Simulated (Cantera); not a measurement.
A closed system holds: 1 mol CaO, 13 mol HF, 3.5 mol N2, at 0.430 bar.

Cantera equilibrium calculation (NASA polynomials, part measured and part estimated; ideal gas, pure solids and liquids). Candidate condensed phases: Ca, CaF2, CaO, Ca(OH)2, H2O; 47 gas species. The numbers say what is thermodynamically allowed, not how fast it happens. All values below are at 1500 K.

Base state: HF 0.710, N2 0.226, H2O 0.0645, H2 4.45e-5, O2 1.74e-5 (mole fractions); condensed: CaF2(s).

Problem. What changes in the equilibrium state with this change: CaO replaced by CuO?

Solution. 
```
species        before     after
------------  -------  --------
HF              0.710     0.757
N2              0.226     0.208
O2            1.74e-5    0.0144
H2O            0.0645   0.00745
CuF                 0    0.0124
CuF2                0   0.00127
H2            4.45e-5   1.79e-7
NO            5.97e-6  0.000165
OH            7.41e-6   1.35e-5
CaF2(s), mol    1.000         0
Cu2O(s), mol        0     0.385
```
Further candidate phases: Cu, CuF2, CuO, Cu(OH)2, Cu2O.
